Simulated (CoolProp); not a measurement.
A single-stage vapour-compression cycle with the fluid: evaporating at 284.15 K (dew point), condensing at 328.15 K (bubble point), superheat 2 K, subcooling 5 K, compressor efficiency 0.8, no pressure losses. The same conditions are run with several fluids, on thermodynamics alone (safety and materials aside).

Values from CoolProp's reference Helmholtz-energy equation of state of each fluid (R507A: Lemmon 2003; R407C: Lemmon 2003; R245fa: Akasaka 2015; hydrogen sulfide: Lemmon 2006; n-pentane: Thol 2019; R124: de Vries 1995). Blends and air are pseudo-pure fits.

Task: Rank R507A, R407C, R245fa, hydrogen sulfide, n-pentane, R124 by cooling COP, highest first.

Result: n-pentane (4.48), R245fa (4.40), R124 (4.24), hydrogen sulfide (4.09), R507A (3.54), R407C (3.49)

| fluid | pressure ratio | discharge temperature (K) | refrigerating effect (kJ/kg) | volumetric capacity (kJ/m³) |
|---|---|---|---|---|
| R507A | 3.04 | 339.3 | 92.6 | 4140 |
| R407C | 3.73 | 353.4 | 140 | 3910 |
| R245fa | 4.66 | 331.1 | 149 | 747 |
| hydrogen sulfide | 2.80 | 386.2 | 357 | 8340 |
| n-pentane | 4.70 | 328.1 | 289 | 353 |
| R124 | 3.64 | 332.6 | 111 | 1670 |

The compression ends wet for: n-pentane.
